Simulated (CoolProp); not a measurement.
Vapour-liquid equilibrium of ethane (1) + n-butane (2) at 215.4 K; x and y are mole fractions of (1).

The numbers come from the multi-fluid Helmholtz-energy mixture model, Bücker 2006 and Bücker 2006; pair parameters Kunz 2012 in CoolProp.

| x | bubble pressure, mixture model (bar) | bubble pressure, Raoult's law (bar) | y, mixture model | y, Raoult's law |
|---|---|---|---|---|
| 0.05 | [?] | 0.2620 | [?] | 0.789 |
| 0.2 | 0.8456 | 0.8737 | [?] | 0.947 |
| 0.35 | 1.465 | 1.485 | 0.972 | 0.975 |
| 0.5 | [?] | 2.097 | [?] | 0.986 |
| 0.65 | 2.690 | 2.709 | [?] | 0.992 |
| 0.8 | 3.291 | 3.320 | 0.995 | 0.996 |
| 0.95 | 3.915 | 3.932 | 0.999 | 0.999 |

Complete the blanks.


- 0.05, bubble pressure, mixture model (bar): 0.2480
- 0.05, y, mixture model: 0.774
- 0.2, y, mixture model: 0.942
- 0.5, bubble pressure, mixture model (bar): 2.083
- 0.5, y, mixture model: 0.984
- 0.65, y, mixture model: 0.991

The largest gap from Raoult's law is -5.3 % in bubble pressure, at x = 0.05. No azeotrope shows between x = 0.05 and 0.95.

The pair parameters rest on a limited set of measurements; away from them the model extrapolates.
